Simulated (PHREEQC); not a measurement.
Consider water at 30 °C with 0.0023 mol NaH2PO4 and 8e-05 mol H4SiO4 per kg of water. Closed to the air; pH follows from the charge balance.

The numbers come from PHREEQC with the ion-association model, wateq4f.dat.

| quantity | before | after |
|---|---|---|
| pH | 4.95 | 4.84 |
| H3SiO4- (mol/kgw) | 1.33e-9 | 1.04e-9 |
| SI of Quartz (SiO2) | -0.19 | -0.19 |

**Question.** Which change was made?
A) H4SiO4 from 8e-05 to 8.8e-05 mol/kgw
B) diluted 100-fold with water
C) H4SiO4 replaced by Na2SiF6 at the same molality
D) NaH2PO4 left out
E) NaH2PO4 from 0.0023 to 0.0046 mol/kgw

**Answer.** E, NaH2PO4 from 0.0023 to 0.0046 mol/kgw

Precipitation was switched off in this run. H3PO4, which wateq4f.dat lacks, is added to it with the constant of phreeqc.dat.
